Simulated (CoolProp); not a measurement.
Computed with CoolProp (reference Helmholtz-energy equation of state, Gao 2016).

**Question.** For sulfur dioxide, give the phase and the density (kg/m³), cp (kJ/(kg K)), cv (kJ/(kg K)), isothermal compressibility (1/MPa) at 404 K and 22.2 bar.

**Answer.** 
- 404 K and 22.2 bar: gas; density 49.0, cp 0.882, cv 0.624, isothermal compressibility 0.531
